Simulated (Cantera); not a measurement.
Charge: 1 mol Si, 2.8 mol Cl2, 7.1 mol H2, equilibrated at 1100 °C and 1 atm.

Method: chemical equilibrium by Gibbs-energy minimisation in Cantera with the NASA 1993 tables (ideal gas, pure condensed phases). The tables' values for SiCl3 are old estimates; treat these amounts as uncertain. The numbers say what is thermodynamically allowed, not how fast it happens.

```
species    before    after
-------  --------  -------
HCl         0.217    0.476
SiCl4      0.0784    0.264
H2          0.672    0.241
SiHCl3     0.0153  0.00846
SiCl3      0.0104  0.00960
SiH2Cl2  0.000445  4.01e-5
SiCl2     0.00641  0.00161
```
Gas species are given as mole fractions.

Which change was made?
(A) temperature from 1100 °C to 300 °C
(B) temperature from 1100 °C to 302 °C
(C) temperature from 1100 °C to 877 °C
(D) H2 from 7.1 to 1.7 mol

D, H2 from 7.1 to 1.7 mol
